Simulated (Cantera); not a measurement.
Input (Python, Cantera) and output of one run.

```python
import numpy as np
import cantera as ct

gas_names = """
    H HO2 H2 H2O H2O2 Mg MgH MgO MgOH MgO2H2 Mg2 O OH O2 O3
""".split()
cond_names = """
    H2O(s) H2O(L) Mg(cr) Mg(L) MgO(s) MgO(L) MgO2H2(s)
""".split()


def load(file, names, dense=False):
    # The tables refer to 1 bar. Condensed volumes are neglected.
    table = {s.name: s for s in ct.Species.list_from_file(file)}
    out = []
    for n in names:
        d = dict(table[n].input_data)
        d["thermo"] = dict(d["thermo"], **{"reference-pressure": 1e5})
        if dense:
            d["equation-of-state"] = {"model": "constant-volume", "density": "1e6 g/cm^3"}
        out.append(ct.Species.from_dict(d))
    return out


gas = ct.Solution(thermo="ideal-gas", species=load("nasa_gas.yaml", gas_names))
cond = {s.name: ct.Solution(thermo="fixed-stoichiometry", species=[s], name=s.name)
        for s in load("nasa_condensed.yaml", cond_names, dense=True)}
atoms = {
    'MgO': {'Mg': 1, 'O': 1},
    'H2': {'H': 2},
}
top_T = {}  # K; cautious upper limits of use, not melting points


def equilibrate(T, P, feed):
    n = {}
    for name, mol in feed.items():
        for a, k in atoms[name].items():
            n[a] = n.get(a, 0.0) + k * mol
    gas.TPX = T, P, n
    mass = sum(n.values()) * gas.mean_molecular_weight
    gas.equilibrate("TP")
    valid = [c for c in cond.values() if c.min_temp <= T <= top_T.get(c.name, c.max_temp)]
    mix = ct.Mixture([(gas, mass / gas.mean_molecular_weight)] + [(c, 0.0) for c in valid])
    mix.T, mix.P = T, P
    mix.equilibrate("TP", solver="vcs", rtol=1e-11, max_steps=5000)
    return mix


results = []
feed = {'MgO': 1, 'H2': 1.1}  # mol
P = 13332.2  # Pa
for T in [2523, 2548, 2573, 2598, 2623, 2648, 2673, 2698, 2723, 2748, 2773, 2798]:
    mix = equilibrate(T, P, feed)
    results.append((T, P, feed, dict(zip(mix.species_names, mix.species_moles))))

top = {s: max(r[3][s] / sum(r[3][g] for g in gas_names) for r in results) for s in gas_names}
cols = sorted((s for s in top if top[s] > 0.001), key=lambda s: -top[s])[:8]
seen = [c for c in cond_names if any(r[3].get(c, 0) > 1e-12 for r in results)]
print("log10 of partial pressures in bar; condensed amounts in mol")
print(f"{'T/K':>10s}" + "".join(f"{s[:9]:>10s}" for s in cols + seen))
for T, P, feed, n in results:
    ng = sum(n[g] for g in gas_names)
    print(f"{T:10.4g}" + "".join(f"{np.log10(max(n[s] / ng * P / 1e5, 1e-99)):10.3f}" for s in cols)
          + "".join(f"{n.get(c, 0):10.4g}" for c in seen))
```

Result:

```
log10 of partial pressures in bar; condensed amounts in mol
       T/K        H2        Mg       H2O         H        OH      MgOH       MgO         O    MgO(s)
      2523    -1.086    -1.673    -1.680    -2.099    -3.366    -3.324    -4.160    -4.562    0.7755
      2548    -1.110    -1.637    -1.646    -2.065    -3.261    -3.254    -4.028    -4.401      0.75
      2573    -1.137    -1.602    -1.614    -2.032    -3.158    -3.186    -3.899    -4.241    0.7224
      2598    -1.165    -1.570    -1.584    -2.002    -3.058    -3.121    -3.773    -4.083    0.6925
      2623    -1.197    -1.539    -1.557    -1.974    -2.960    -3.059    -3.649    -3.927    0.6603
      2648    -1.231    -1.511    -1.533    -1.948    -2.864    -2.999    -3.528    -3.773    0.6256
      2673    -1.268    -1.484    -1.511    -1.924    -2.770    -2.943    -3.409    -3.621    0.5884
      2698    -1.308    -1.459    -1.492    -1.903    -2.679    -2.890    -3.292    -3.470    0.5482
      2723    -1.351    -1.436    -1.476    -1.883    -2.591    -2.839    -3.177    -3.320    0.5048
      2748    -1.398    -1.414    -1.464    -1.867    -2.505    -2.792    -3.065    -3.173    0.4575
      2773    -1.448    -1.393    -1.456    -1.853    -2.422    -2.749    -2.955    -3.027    0.4052
      2798    -1.504    -1.374    -1.453    -1.842    -2.343    -2.708    -2.847    -2.883    0.3461
```

These are equilibrium values from Cantera (NASA tables, ideal gas, pure condensed phases), not measurements of a reactor. The tables' values for MgH are old estimates; treat these amounts as uncertain.
